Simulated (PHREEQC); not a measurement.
A column of 0.1 m (30 cells, dispersivity 0.005 m, 720 s a shift, diffusion coefficient 3e-10 m²/s) holds 0.064 eq of the database's cation exchanger X per kg of pore water, first in equilibrium with 0.013 mol/kgw MgCl2 and 1e-05 mol/kgw HCl. It is flushed with 0.036 mol/kgw SrCl2, 0.0071 mol/kgw NH4Cl and 1e-05 mol/kgw HCl, at 40 °C. Values are for the last cell. CO2 from the air is kept out. Precipitation was switched off in this run.

All values are PHREEQC results (ion-association model, phreeqc.dat), not measurements.

Q: Predict Sr in solution (mol/kgw), NH4 in solution (mol/kgw) at pore volumes = 0.2833, 0.95, 1.083.

A: 
```json
[
 {"pore volumes": "0.2833", "Sr in solution (mol/kgw)": "0", "NH4 in solution (mol/kgw)": "1.57e-13"},
 {"pore volumes": "0.95", "Sr in solution (mol/kgw)": "1.49e-5", "NH4 in solution (mol/kgw)": "0.000519"},
 {"pore volumes": "1.083", "Sr in solution (mol/kgw)": "0.000162", "NH4 in solution (mol/kgw)": "0.00122"}
]
```

Constants without temperature data keep their 25 °C values here.
